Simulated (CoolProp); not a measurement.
Vapour-liquid equilibrium of ethylene (1) + propylene (2) at 181.8 K; x and y are mole fractions of (1).

Values from CoolProp's multi-fluid Helmholtz-energy mixture model, Smukala 2000 and Lemmon 2013; pair parameters Bell 2016.

```
x     bubble pressure (kPa)  y at the bubble point  dew pressure at overall composition x (kPa)  liquid density (mol/L)
----  ---------------------  ---------------------  -------------------------------------------  ----------------------
0.05                  18.38                  0.587                                   (withheld)              (withheld)
0.2                   49.43                  0.868                                        9.841              (withheld)
0.35                  79.30                  0.931                                        12.00                   16.99
0.5                   107.7                  0.960                                   (withheld)              (withheld)
0.65                  134.8                  0.976                                        21.39                   18.16
0.8                   161.6             (withheld)                                        35.10              (withheld)
0.95                  189.5                  0.997                                        96.15                   19.38
```

**Question.** What belongs in the gaps?

**Answer.** 
- 0.05, dew pressure at overall composition x (kPa): 8.339
- 0.05, liquid density (mol/L): 15.90
- 0.2, liquid density (mol/L): 16.44
- 0.5, dew pressure at overall composition x (kPa): 15.38
- 0.5, liquid density (mol/L): 17.57
- 0.8, y at the bubble point: 0.988
- 0.8, liquid density (mol/L): 18.77

No azeotrope shows between x = 0.05 and 0.95.

Pair parameters are fitted to limited data, so mixtures are less certain than the pure fluids.
